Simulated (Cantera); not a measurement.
Gas mixture: 68.5 % CO, 31.5 % C2H6, at 37.0 Pa, frozen composition.

Cantera's kinetic-theory transport with the Lennard-Jones parameters of GRI-Mech 3.0, ideal gas; thermal conductivity in the mixture-averaged form.

D: mixture-averaged diffusion coefficient of that species in the mixture.

| T (K) | ρ (kg/m³) | cp (J/kg/K) | μ (µPa s) | λ (mW/m/K) | Pr | D (cm²/s) H2 | D (cm²/s) H2O | D (cm²/s) O |
|---|---|---|---|---|---|---|---|---|
| 400 | 0.000319 | 1418 | 18.0 | 32.9 | 0.777 | 3110 | [?] | 1290 |
| 500 | 0.000255 | 1567 | 21.4 | 41.9 | 0.800 | 4540 | [?] | 1900 |
| 600 | 0.000213 | 1710 | 24.4 | 50.9 | 0.821 | 6170 | [?] | 2590 |
| 700 | 0.000182 | 1838 | 27.3 | 59.8 | 0.838 | 7990 | [?] | 3370 |
| 800 | 0.000159 | 1950 | 30.0 | 68.6 | 0.852 | 9980 | [?] | 4220 |
| 900 | 0.000142 | 2048 | 32.5 | 77.2 | 0.863 | 12100 | [?] | 5140 |
| 1000 | 0.000128 | 2142 | 34.9 | 85.5 | 0.875 | 14500 | [?] | 6130 |

### Question
Fill in the missing entries.

### Answer

- 400, D (cm²/s) H2O: 931
- 500, D (cm²/s) H2O: 1430
- 600, D (cm²/s) H2O: 2010
- 700, D (cm²/s) H2O: 2660
- 800, D (cm²/s) H2O: 3390
- 900, D (cm²/s) H2O: 4180
- 1000, D (cm²/s) H2O: 5040
